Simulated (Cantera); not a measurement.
Thermodynamics of carbothermic reduction, feed CuO + C + CO

A closed system holds: 1 mol CuO, a varied amount of C, 0.037 mol CO, held at 2000 K and 0.100 bar.

Equilibrium computed with Cantera from the NASA thermochemical tables; the gas is ideal and each condensed phase is pure. Candidate condensed phases: C, Cu, CuO, Cu2O; 15 gas species. Equilibrium is a limit: real reactors are often held back by kinetics, nucleation or transport.

```tsv
n(C) (mol)	x CO	x CO2	x Cu	x Cu2	x O	n Cu(l)	n C(graphite)
0.85	0.795	0.162	0.0431	0.000178	1.80e-6	0.960	0
1.4	0.957	2.34e-6	0.0431	0.000178	2.16e-11	0.953	0.400
2	0.957	2.34e-6	0.0431	0.000178	2.16e-11	0.953	1.00
2.6	0.957	2.34e-6	0.0431	0.000178	2.16e-11	0.953	1.60
3.1	0.957	2.34e-6	0.0431	0.000178	2.16e-11	0.953	2.10
3.7	0.957	2.34e-6	0.0431	0.000178	2.16e-11	0.953	2.70
4.3	0.957	2.34e-6	0.0431	0.000178	2.16e-11	0.953	3.30
4.8	0.957	2.34e-6	0.0431	0.000178	2.16e-11	0.953	3.80
5.4	0.957	2.34e-6	0.0431	0.000178	2.16e-11	0.953	4.40
6	0.957	2.34e-6	0.0431	0.000178	2.16e-11	0.953	5.00
6.5	0.957	2.34e-6	0.0431	0.000178	2.16e-11	0.953	5.50
```
x: gas mole fraction; n: condensed amount in mol.

At 0.85 mol C the condensed part is Cu(l). From 1.4 mol C to 6.5 mol C the condensed part is C(graphite) + Cu(l). The main Cu-bearing gas is Cu throughout.
